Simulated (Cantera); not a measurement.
## NO annealing gas

An isothermal, constant-pressure homogeneous reactor starts with 85.3 % NO, 9.39 % N₂, 5.29 % H₂O, at 1825 K and 0.0247 atm.

Computed with Cantera and GRI-Mech 3.0 (53 species, 325 reactions). Radical loss at walls, strong at low pressure, is not modelled.

| t (s) | x NO | x N₂ | x O₂ | x N₂O | x NO₂ | x O |
|---|---|---|---|---|---|---|
| 7.00e-6 | 0.853 | 0.0939 | 1.64e-12 | 3.68e-8 | 1.34e-11 | 3.63e-8 |
| 2.70e-5 | 0.853 | 0.0939 | 2.40e-11 | 1.42e-7 | 2.03e-10 | 1.36e-7 |
| 0.000104 | 0.853 | 0.0939 | 3.35e-10 | 5.48e-7 | 3.24e-9 | 4.61e-7 |
| 0.000403 | 0.853 | 0.0939 | 4.28e-9 | 2.11e-6 | 5.74e-8 | 1.15e-6 |
| 0.00156 | 0.853 | 0.0939 | 5.39e-8 | 8.05e-6 | 1.07e-6 | 1.60e-6 |
| 0.00602 | 0.853 | 0.0939 | 1.09e-6 | 2.96e-5 | 1.54e-5 | 3.21e-6 |
| 0.0233 | 0.853 | 0.0939 | 8.55e-5 | 9.13e-5 | 5.43e-5 | 1.92e-5 |
| 0.0898 | 0.852 | 0.0943 | 0.000747 | 0.000117 | 2.33e-5 | 3.40e-5 |
| 0.347 | 0.848 | 0.0963 | 0.00267 | 0.000100 | 3.15e-5 | 6.64e-5 |
| 1.34 | 0.832 | 0.104 | 0.0100 | 0.000115 | 6.18e-5 | 0.000116 |
| 5.18 | 0.775 | 0.132 | 0.0383 | 0.000111 | 0.000117 | 0.000211 |
| 20.0 | 0.580 | 0.230 | 0.136 | 6.27e-5 | 0.000171 | 0.000375 |
x: mole fraction; the columns are a selection and need not sum to one.

Equilibrium at this temperature and pressure: NO 0.00522, N₂ 0.517, O₂ 0.423, N₂O 3.83e-8, NO₂ 2.79e-6, O 0.000636 (gas phase only).
